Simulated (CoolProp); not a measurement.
Vapour-liquid equilibrium of carbon dioxide (1) + CH3F (R41) (2) at -31.95 °C; x and y are mole fractions of (1).

Model: multi-fluid Helmholtz-energy mixture model, Span 1996 and Lemmon 2006; pair parameters Bell 2016, in CoolProp.

| x | bubble pressure, mixture model (bar) | bubble pressure, Raoult's law (bar) | y, mixture model | y, Raoult's law |
|---|---|---|---|---|
| 0.05 | 7.941 | 7.955 | 0.077 | 0.084 |
| 0.15 | 8.465 | 8.524 | 0.216 | 0.235 |
| 0.25 | 8.978 | 9.094 | 0.340 | 0.367 |
| 0.35 | 9.491 | 9.663 | 0.453 | 0.484 |
| 0.45 | 10.01 | 10.23 | 0.558 | 0.588 |
| 0.55 | 10.56 | 10.80 | 0.655 | 0.680 |
| 0.65 | 11.13 | 11.37 | 0.745 | 0.764 |
| 0.75 | 11.73 | 11.94 | 0.828 | 0.839 |
| 0.85 | 12.36 | 12.51 | 0.903 | 0.908 |
| 0.95 | 13.02 | 13.08 | 0.970 | 0.971 |

The largest gap from Raoult's law is -2.2 % in bubble pressure, at x = 0.55. No azeotrope shows between x = 0.05 and 0.95.

The pair parameters rest on a limited set of measurements; away from them the model extrapolates.
